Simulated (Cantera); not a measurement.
An adiabatic, constant-pressure homogeneous reactor starts with CH4 : O2 : N2 = 1 : 2.02 : 7.6 (molar parts), equivalence ratio 0.99, at 1400 K and 2.60 bar.

Model: GRI-Mech 3.0 (53 species, 325 reactions), integrated in Cantera.

One state of this run: T (K) = 2757; x CH4 = <1e-12; x O2 = 0.0169; x C2H2 = <1e-12; x H2O = 0.158; x NO = 0.00907; x HCN = 1.58e-9. x: mole fraction; the columns are a selection and need not sum to one.

### Question
Which value of t (s) does it belong to?
A. 0.00218
B. 8.20e-5
C. 7.00e-6
D. 0.00496

### Answer
D, 0.00496
